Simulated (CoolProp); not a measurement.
Vapour-liquid equilibrium of R125 (1) + isobutane (2) at -7.35 °C; x and y are mole fractions of (1).

Model: multi-fluid Helmholtz-energy mixture model, Lemmon 2005 and Bücker 2006; pair parameters Bell 2016, in CoolProp.

| x | bubble pressure, mixture model (kPa) | bubble pressure, Raoult's law (kPa) | y, mixture model | y, Raoult's law |
|---|---|---|---|---|
| 0.05 | 194.2 | 140.4 | 0.395 | 0.188 |
| 0.15 | 309.2 | 181.2 | 0.640 | 0.437 |
| 0.25 | 386.2 | 222.0 | 0.727 | 0.595 |
| 0.35 | 435.0 | 262.7 | 0.770 | 0.703 |
| 0.45 | 465.4 | 303.5 | 0.796 | 0.783 |
| 0.55 | 485.5 | 344.3 | 0.815 | 0.843 |
| 0.65 | 500.7 | 385.1 | 0.832 | 0.891 |
| 0.75 | 514.1 | 425.9 | 0.854 | 0.930 |
| 0.85 | 525.9 | 466.7 | 0.888 | 0.961 |
| 0.95 | 531.5 | 507.5 | 0.949 | 0.988 |

The largest gap from Raoult's law is +74.0 % in bubble pressure, at x = 0.25. y crosses x between x = 0.85 and 0.95: the model has an azeotrope there.

The pair parameters rest on a limited set of measurements; away from them the model extrapolates. With so large a gap from Raoult's law the liquid may split in two, which this calculation doesn't test in full.
